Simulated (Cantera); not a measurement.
Input: 1 mol borazine, 2.5 mol H2O, 21 mol H2, at 10000 Pa.

Cantera equilibrium calculation (NASA polynomials, part measured and part estimated; ideal gas, pure solids and liquids). Candidate condensed phases: B, BN, B2O3, B3O3H3, H2O; 39 gas species. The feed counts by its element totals alone. Mutual solubility and eutectic melting of coexisting phases are not modelled. Gases not in the tables: H3BO3. Equilibrium is a limit: real reactors are often held back by kinetics, nucleation or transport. All values below are at 1023 K.

Base state: H2 0.969, N2 0.0300, H2O 0.00134 (mole fractions); condensed: BN(s) + B2O3(l).

Question: What changes in the equilibrium state with this change: borazine replaced by B2H6?

Answer: 
| species | before | after |
|---|---|---|
| H2 | 0.969 | 0.998 |
| B3O3H3 | <1e-9 | 0.00196 |
| H2O | 0.00134 | 3.27e-8 |
| N2 | 0.0300 | 0 |
| BN(s), mol | 1.36 | 0 |
| B2O3(l), mol | 0.821 | 0.781 |
| B(s), mol | 0 | 0.281 |
